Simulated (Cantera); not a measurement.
An isothermal, constant-pressure homogeneous reactor starts with 3.23 % CH₄, 96.8 % H₂, at 1773 K and 97.5 Torr.

Detailed kinetics in Cantera: GRI-Mech 3.0 (53 species, 325 reactions). GRI-Mech 3.0 stops at C3 and has no aromatics, soot or wall deposition, so with more carbon than oxygen in the feed, carbon stays in small species such as C2H2 where larger ones or solid carbon would form.

One state of this run: x CH₄ = 0.0211; x H₂ = 0.973; x C₂H₄ = 5.42e-5; x C₂H₆ = 2.12e-6; x CH₃ = 0.000323; x H = 0.000736. x: mole fraction; the columns are a selection and need not sum to one.

### Question
Which value of t (s) does it belong to?
(A) 0.0588
(B) 0.00143
(C) 0.203
(D) 3.46e-5

### Answer
A, 0.0588
